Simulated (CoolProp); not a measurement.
A closed Brayton cycle with carbon dioxide: compressor inlet 316.15 K and 8.5 MPa, high pressure 15.9 MPa, turbine inlet 745 K, compressor efficiency 0.85, turbine efficiency 0.85, recuperator effectiveness 0.95 (on enthalpy, no pinch check). Each further row changes one setting.

The numbers come from the reference Helmholtz-energy equation of state, Span 1996 in CoolProp.

```
case                           thermal efficiency (%)  net work (kJ/kg)  compressor to turbine work  compressor exit (K)  turbine exit (K)
-----------------------------  ----------------------  ----------------  --------------------------  -------------------  ----------------
as stated                                        29.0              47.6                        0.33                359.8             677.3
turbine inlet 695 K                              27.0              42.1                        0.36                359.8             629.8
compressor inlet 326.15 K                        28.4              41.6                        0.42                377.5             677.3
high pressure 13.5 MPa                           26.7              36.6                        0.31                348.3             694.8
recuperator effectiveness 0.5                    14.3              47.6                        0.33                359.8             677.3
```
